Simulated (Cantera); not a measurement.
A Cantera script and its output.

```python
import numpy as np
import cantera as ct

gas = ct.Solution("gri30.yaml")
gas.TPX = 348, 34000, {'CH4': 1, 'C2H6': 0.51, 'O2': 2.1, 'N2': 7.91}
inlet = ct.Reservoir(gas, clone=True)
gas.equilibrate("HP")  # start burning
reactor = ct.IdealGasConstPressureReactor(gas, energy="on", clone=False)
exhaust = ct.Reservoir(gas, clone=True)
tau = [0.057, 0.025, 0.011, 0.0049, 0.0022, 0.00097, 0.00043, 0.00019, 8.3e-05, 3.7e-05, 1.6e-05][0]
for a, b in ((inlet, reactor), (reactor, exhaust)):
    ct.MassFlowController(a, b, mdot=lambda t: reactor.mass / tau)
net = ct.ReactorNet([reactor])
show = ['CH4', 'C2H6', 'O2', 'C2H4', 'OH']

rows = []
print(f"{'tau/s':>10s}{'T/K':>9s}" + "".join(f"{s:>11s}" for s in show))
for tau in [0.057, 0.025, 0.011, 0.0049, 0.0022, 0.00097, 0.00043, 0.00019, 8.3e-05, 3.7e-05, 1.6e-05]:
    net.initial_time = 0.0
    net.advance(30 * tau)
    before = gas.X
    net.advance(40 * tau)
    drift = np.max(np.abs(gas.X - before) / (gas.X + 1e-9))
    rows.append([gas.T, *gas[show].X, drift])
    print(f"{tau:10.3e}{gas.T:9.1f}" + "".join(f"{x:11.3e}" for x in gas[show].X))
```

Output:

```
     tau/s      T/K        CH4       C2H6         O2       C2H4         OH
 5.700e-02   1772.9  4.814e-03  2.440e-05  1.190e-03  1.477e-04  6.204e-05
 2.500e-02   1764.2  5.395e-03  4.734e-05  2.119e-03  2.566e-04  8.157e-05
 1.100e-02   1746.3  6.390e-03  9.799e-05  3.947e-03  4.714e-04  1.017e-04
 4.900e-03   1704.8  8.653e-03  2.458e-04  8.341e-03  1.011e-03  1.108e-04
 2.200e-03    348.0  8.681e-02  4.427e-02  1.823e-01 -1.894e-16 -1.573e-31
 9.700e-04    348.0  8.681e-02  4.427e-02  1.823e-01 -1.012e-19 -1.751e-34
 4.300e-04    348.0  8.681e-02  4.427e-02  1.823e-01 -6.391e-21 -8.929e-36
 1.900e-04    348.0  8.681e-02  4.427e-02  1.823e-01 -4.037e-22  3.076e-37
 8.300e-05    348.0  8.681e-02  4.427e-02  1.823e-01 -2.550e-23  5.214e-38
 3.700e-05    348.0  8.681e-02  4.427e-02  1.823e-01 -1.611e-24 -2.275e-40
 1.600e-05    348.0  8.681e-02  4.427e-02  1.823e-01 -1.017e-25  6.667e-40
```

Computed with Cantera and GRI-Mech 3.0 (53 species, 325 reactions).
